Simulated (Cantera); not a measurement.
# AlI₃ + N₂O + N₂ (aluminium nitride and oxide growth)

A closed system holds: 1 mol AlI₃, 2 mol N₂O, 44 mol N₂, held at 100000 Pa.

Cantera equilibrium calculation (NASA polynomials, part measured and part estimated; ideal gas, pure solids and liquids). Candidate condensed phases: Al, AlI₃, AlN, Al₂O₃, I₂; 21 gas species. Rates play no part.

```csv
T (K),log p N₂,log p I,log p I₂,log p O₂,log p NO,log p O,log p NO₂,n Al₂O₃(s)
823,-0.02,-2.87,-1.51,-2.28,-6.29,<-12,-7.71,0.500
973,-0.02,-2.15,-1.56,-2.28,-5.40,-11.31,-7.38,0.500
1123,-0.02,-1.66,-1.69,-2.29,-4.74,-9.50,-7.15,0.500
1273,-0.03,-1.39,-1.99,-2.29,-4.25,-8.11,-6.97,0.500
1423,-0.03,-1.27,-2.43,-2.30,-3.86,-7.02,-6.83,0.500
1573,-0.03,-1.23,-2.90,-2.31,-3.54,-6.13,-6.72,0.500
1723,-0.03,-1.22,-3.33,-2.32,-3.28,-5.40,-6.63,0.500
1873,-0.03,-1.22,-3.70,-2.33,-3.07,-4.79,-6.56,0.500
2023,-0.03,-1.22,-4.02,-2.36,-2.89,-4.28,-6.51,0.500
2173,-0.03,-1.22,-4.30,-2.39,-2.74,-3.84,-6.47,0.500
```
log p: log10 of the partial pressure in bar; n: condensed amount in mol.

From 823 K to 2173 K the condensed part is Al₂O₃(s).
